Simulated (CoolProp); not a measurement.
Saturation properties of octamethylcyclotetrasiloxane (D4) (Tc = 313.4 °C, pc = 1347 kPa, ω = 0.598).

The numbers come from the reference Helmholtz-energy equation of state, Thol 2015 in CoolProp.

```csv
T (°C),p (kPa),liquid density (kg/m³),vapour density (kg/m³),enthalpy of vaporisation (kJ/kg),surface tension (mN/m)
81.15,3.803,885.7,0.3854,165.3,13.9
92.75,6.433,871.9,0.6333,161.2,13.0
104.35,10.43,857.9,0.9995,157.1,12.2
115.95,16.27,843.7,1.522,153.0,11.4
127.55,24.55,829.2,2.246,148.9,10.6
139.15,35.93,814.4,3.225,144.7,9.81
150.75,51.18,799.3,4.518,140.5,9.03
162.35,71.16,783.8,6.197,136.1,8.25
173.95,96.80,767.9,8.345,131.6,7.50
185.55,129.1,751.4,11.06,126.9,6.75
197.15,169.2,734.2,14.45,122.0,6.02
208.75,218.3,716.3,18.68,116.9,5.30
```

It boils at 175.7 °C under 1 atm.

Surface tension comes from a separate correlation (Mulero 2014), older than this fluid's equation and unchecked against measurements.
